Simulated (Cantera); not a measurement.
A perfectly stirred reactor is fed with 6.84 % CH₄, 2.67 % H₂, 15.3 % O₂, 75.2 % N₂, at 825 Torr; it is adiabatic with a 600 K inlet, and is followed from long to short residence time, starting on the burning branch (τ in s: 0.07, 0.033, 0.015, 0.0072, 0.0034, 0.0016, 0.00074, 0.00035, 0.00016, 7.6e-05, 3.6e-05).

Computed with Cantera and GRI-Mech 3.0 (53 species, 325 reactions).

Predict: blow-out, bracketed by the residence times tried; x(CH₄) at τ = 70.0 ms; x(H₂) at τ = 70.0 ms; x(O₂) at τ = 70.0 ms; x(CH₂) at τ = 70.0 ms; x(C₂H₂) at τ = 70.0 ms; x(CH₄) at τ = 1.60 ms; x(H₂) at τ = 1.60 ms; x(O₂) at τ = 1.60 ms; x(CH₂) at τ = 1.60 ms; x(C₂H₂) at τ = 1.60 ms.


```
Property                                                                      Result
------------------------------------------------  ----------------------------------
blow-out, bracketed by the residence times tried  burning at 76.0 µs, out at 36.0 µs
x(CH₄) at τ = 70.0 ms                                                        4.52e-6
x(H₂) at τ = 70.0 ms                                                         0.00324
x(O₂) at τ = 70.0 ms                                                         0.00691
x(CH₂) at τ = 70.0 ms                                                        1.83e-7
x(C₂H₂) at τ = 70.0 ms                                                       1.28e-9
x(CH₄) at τ = 1.60 ms                                                        6.32e-5
x(H₂) at τ = 1.60 ms                                                         0.00929
x(O₂) at τ = 1.60 ms                                                          0.0144
x(CH₂) at τ = 1.60 ms                                                        1.81e-6
x(C₂H₂) at τ = 1.60 ms                                                       3.18e-8
```
